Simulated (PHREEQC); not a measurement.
Dissolve 0.0051 mol/kgw Pb(NO3)2, 0.25 mol/kgw HCl and 0.0046 mol/kgw NaCl at 25 °C. Closed to the air; pH follows from the charge balance.

All values are PHREEQC results (ion-association model, wateq4f.dat), not measurements.

This is a speciation only: nothing precipitates in the calculation.

Question: Estimate the pH, activity of water.

Answer: pH 0.71; activity of water 0.991.

Question: In which forms is Cl present?

Answer: Cl- 98 %, PbCl+ 1.2 % of the Cl.

Complexes and solids missing from the database can't appear.
